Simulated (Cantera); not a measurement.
Cantera run:

```python
import numpy as np
import cantera as ct

gas_names = """
    CL CL2 H HCL H2 N NH NH2 NH3 N2 N2H2 N2H4 Si SiCL SiCL2 SiCL3 SiCL4 SiH SiHCL3 SiH2 SiH2CL2 SiH3
    SiH3CL SiH4 SiN Si2 Si2N Si3
""".split()
cond_names = """
    NH4CL(a) NH4CL(b) Si(cr) Si(L) Si3N4(a)
""".split()


# ... load() reads the species with a 1 bar reference pressure and builds the phases ...
atoms = {
    'SiH2Cl2': {'Si': 1, 'H': 2, 'CL': 2},
    'N2': {'N': 2},
}
top_T = {'Si3N4(a)': 2400}  # K; cautious upper limits of use, not melting points


# ... equilibrate(T, P, feed) seeds the gas with the atoms and calls Mixture.equilibrate('TP', solver="vcs", rtol=1e-11, max_steps=5000) ...
results = []
feed = {'SiH2Cl2': 1, 'N2': 22}  # mol
P = 56000  # Pa
for T in [1200, 1275, 1350, 1425, 1500, 1575, 1650, 1725, 1800, 1875, 1950, 2025]:
    mix = equilibrate(T, P, feed)
    results.append((T, P, feed, dict(zip(mix.species_names, mix.species_moles))))

top = {s: max(r[3][s] / sum(r[3][g] for g in gas_names) for r in results) for s in gas_names}
cols = sorted((s for s in top if top[s] > 1e-06), key=lambda s: -top[s])[:8]
seen = [c for c in cond_names if any(r[3].get(c, 0) > 1e-12 for r in results)]
print("log10 of partial pressures in bar; condensed amounts in mol")
print(f"{'T/K':>10s}" + "".join(f"{s[:9]:>10s}" for s in cols + seen))
for T, P, feed, n in results:
    ng = sum(n[g] for g in gas_names)
    print(f"{T:10.4g}" + "".join(f"{np.log10(max(n[s] / ng * P / 1e5, 1e-99)):10.3f}" for s in cols)
          + "".join(f"{n.get(c, 0):10.4g}" for c in seen))
```

It prints:

```
log10 of partial pressures in bar; condensed amounts in mol
       T/K        N2       HCL        H2     SiCL2     SiCL4     SiCL3         H        CL  Si3N4(a)
      1200    -0.287    -1.495    -2.095    -5.359    -2.402    -4.352    -7.752    -7.214    0.2773
      1275    -0.288    -1.487    -2.110    -4.656    -2.424    -3.947    -7.188    -6.636    0.2788
      1350    -0.288    -1.482    -2.122    -4.037    -2.454    -3.594    -6.684    -6.124    0.2791
      1425    -0.288    -1.480    -2.127    -3.495    -2.500    -3.295    -6.230    -5.670    0.2772
      1500    -0.288    -1.484    -2.122    -3.030    -2.581    -3.057    -5.815    -5.271    0.2709
      1575    -0.288    -1.496    -2.099    -2.647    -2.728    -2.896    -5.431    -4.928    0.2574
      1650    -0.289    -1.522    -2.054    -2.354    -2.970    -2.833    -5.069    -4.643    0.2354
      1725    -0.289    -1.566    -1.993    -2.149    -3.310    -2.865    -4.727    -4.412    0.2073
      1800    -0.290    -1.625    -1.927    -2.009    -3.718    -2.968    -4.410    -4.223    0.1775
      1875    -0.290    -1.696    -1.869    -1.914    -4.156    -3.109    -4.118    -4.066    0.1491
      1950    -0.290    -1.774    -1.821    -1.847    -4.600    -3.271    -3.851    -3.930    0.1235
      2025    -0.290    -1.857    -1.784    -1.799    -5.038    -3.441    -3.608    -3.810    0.1009
```

These are equilibrium values from Cantera (NASA tables, ideal gas, pure condensed phases), not measurements of a reactor. N2 is the only nitrogen source here; it is nearly inert below about 1500 K, so the nitride shown seldom forms there in practice. The tables' values for SiCl3, SiCl, SiN are old estimates; treat these amounts as uncertain.
